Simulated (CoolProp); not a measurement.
Properties of CH3F (R41) at several states (Tc = 317.3 K, pc = 5906 kPa, ω = 0.200).

Model: reference Helmholtz-energy equation of state, Lemmon 2006, in CoolProp. It is a short technical equation, of lower accuracy than the large ones.

| T (K) | p (kPa) | phase | density (kg/m³) | cp (kJ/(kg K)) | cv (kJ/(kg K)) | speed of sound (m/s) | fugacity coefficient |
|---|---|---|---|---|---|---|---|
| 276 | 10900 | liquid | 711.1 | 2.325 | 1.193 | 716.1 | 0.1879 |
| 276.7 | 12.9 | gas | 0.1911 | 1.071 | 0.8256 | 295.8 | 0.9986 |
| 223.8 | 5690 | liquid | 827.4 | 2.106 | 1.225 | 961.4 | 0.07181 |
| 345.9 | 19300 | supercritical | 540.2 | 2.728 | 1.235 | 485.2 | 0.3716 |
